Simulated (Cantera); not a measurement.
Charge: 1 mol CH₃Cl, 0.16 mol H₂, at 2175 K and 13300 Pa.

These are equilibrium values from Cantera (NASA tables, ideal gas, pure condensed phases), not measurements of a reactor. Candidate condensed phases: C, C₆H₆, C₇H₈, C₈H₁₈; 91 gas species. Rates play no part.

Base state: H₂ 0.530, HCl 0.453, H 0.00973, Cl 0.00607, C₂H₂ (acetylene) 0.00118, CH₄ 1.04e-5 (mole fractions); condensed: C(graphite).

**Question.** What changes in the equilibrium state with this change: pressure from 13300 Pa to 50.0 Pa?

**Answer.** 
| species | before | after |
|---|---|---|
| H₂ | 0.530 | 0.443 |
| HCl | 0.453 | 0.332 |
| H | 0.00973 | 0.145 |
| Cl | 0.00607 | 0.0794 |
| CH₄ | 1.04e-5 | 2.72e-8 |
| C₂H | 7.01e-7 | 1.05e-5 |
| C₂H₂ (acetylene) | 0.00118 | 0.000988 |
| C(graphite), mol | 0.995 | 0.995 |
